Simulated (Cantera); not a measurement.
An isothermal, constant-pressure homogeneous reactor starts with 35.7 % NO, 64.3 % N2, at 1975 K and 0.0493 atm.

Detailed kinetics in Cantera: GRI-Mech 3.0 (53 species, 325 reactions).

Q: Predict: x(NO) at 1.00 s; x(N2) at 1.00 s; x(O) at 1.00 s; x(O2) at 1.00 s; x(NO2) at 1.00 s; x(N2O) at 1.00 s.

A: 
```
Property                                             Value
----------------  ----------------------------------------
x(NO) at 1.00 s      0.333 (gas-phase equilibrium 0.00666)
x(N2) at 1.00 s        0.655 (gas-phase equilibrium 0.818)
x(O) at 1.00 s    0.000353 (gas-phase equilibrium 0.00104)
x(O2) at 1.00 s       0.0118 (gas-phase equilibrium 0.175)
x(NO2) at 1.00 s   3.43e-5 (gas-phase equilibrium 2.44e-6)
x(N2O) at 1.00 s   4.38e-5 (gas-phase equilibrium 8.55e-8)
```
